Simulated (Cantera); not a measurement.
An isothermal, constant-pressure homogeneous reactor starts with 2.34 % H₂, 97.7 % O₂, equivalence ratio 0.012, at 1450 K and 2.25 Torr.

Computed with Cantera and GRI-Mech 3.0 (53 species, 325 reactions). Radical loss at walls, strong at low pressure, is not modelled.

x: mole fraction; the columns are a selection and need not sum to one.

| t (s) | x H₂ | x O₂ | x H₂O | x O | x H | x OH | x H₂O₂ |
|---|---|---|---|---|---|---|---|
| 3.00e-6 | 0.0234 | 0.977 | <1e-12 | 1.38e-11 | 6.91e-10 | 1.38e-11 | <1e-12 |
| 1.02e-5 | 0.0234 | 0.977 | 1.19e-12 | 1.52e-10 | 2.23e-9 | 1.52e-10 | <1e-12 |
| 3.44e-5 | 0.0234 | 0.977 | 4.24e-11 | 1.57e-9 | 6.54e-9 | 1.56e-9 | <1e-12 |
| 0.000116 | 0.0234 | 0.977 | 1.29e-9 | 1.34e-8 | 1.52e-8 | 1.31e-8 | 4.20e-12 |
| 0.000393 | 0.0234 | 0.977 | 3.00e-8 | 8.95e-8 | 3.29e-8 | 8.40e-8 | 4.66e-11 |
| 0.00133 | 0.0234 | 0.977 | 7.85e-7 | 9.07e-7 | 1.92e-7 | 8.02e-7 | 4.80e-10 |
| 0.00451 | 0.0231 | 0.976 | … | … | … | … | … |
| 0.0152 | 0.000212 | 0.955 | 0.0209 | 0.0195 | 0.00135 | 0.00336 | 4.61e-9 |
| 0.0516 | 0.000200 | 0.955 | 0.0209 | 0.0193 | 0.00132 | 0.00331 | 4.52e-9 |
| 0.175 | 0.000195 | 0.955 | 0.0210 | 0.0188 | 0.00126 | 0.00326 | 4.48e-9 |
| 0.591 | 0.000178 | 0.957 | 0.0212 | 0.0171 | 0.00110 | 0.00313 | 4.36e-9 |
| 2.00 | 0.000135 | 0.962 | 0.0217 | 0.0127 | 0.000706 | 0.00272 | 3.97e-9 |

Task: Complete the blanks.

Result: 
- 0.00451, x H₂O: 0.000236
- 0.00451, x O: 0.000199
- 0.00451, x H: 3.83e-5
- 0.00451, x OH: 0.000172
- 0.00451, x H₂O₂: 3.43e-9
